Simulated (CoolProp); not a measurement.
Vapour-liquid equilibrium of toluene (1) + n-decane (2) at 0.45 MPa; x and y are mole fractions of (1).

Values from CoolProp's multi-fluid Helmholtz-energy mixture model, Lemmon 2006 and Lemmon 2006; pair parameters Bell 2016.

Problem. Give the bubble temperature and the first vapour's composition at x = 0.05, 0.35, 0.95. Is there an azeotrope?

Solution. x = 0.05: 238.4 °C, y = 0.122; x = 0.35: 209.2 °C, y = 0.636; x = 0.95: 175.0 °C, y = 0.984. No azeotrope shows between x = 0.05 and 0.95.

The pair parameters rest on a limited set of measurements; away from them the model extrapolates.
